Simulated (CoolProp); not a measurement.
Vapour-liquid equilibrium of R227EA (1) + n-butane (2) at 243.8 K; x and y are mole fractions of (1).

Computed with CoolProp (multi-fluid Helmholtz-energy mixture model, Lemmon 2016 and Bücker 2006; pair parameters Bell 2016).

```tsv
x	bubble pressure (kPa)	y at the bubble point	dew pressure at overall composition x (kPa)	liquid density (mol/L)
0.05	45.71	0.386	30.58	10.74
0.15	61.87	0.572	33.96	10.51
0.25	67.12	0.619	38.14	10.30
0.35	68.45	0.632	43.46	10.11
0.45	68.68	0.635	50.37	9.939
0.55	68.82	0.639	59.52	9.788
0.65	68.95	0.650	68.95	9.657
0.75	68.56	0.679	66.19	9.545
0.85	66.51	0.742	61.95	9.452
0.95	60.83	0.876	57.72	9.375
```

y crosses x between x = 0.65 and 0.75: the model has an azeotrope there.

The pair parameters rest on a limited set of measurements; away from them the model extrapolates. With so large a gap from Raoult's law the liquid may split in two, which this calculation doesn't test in full.
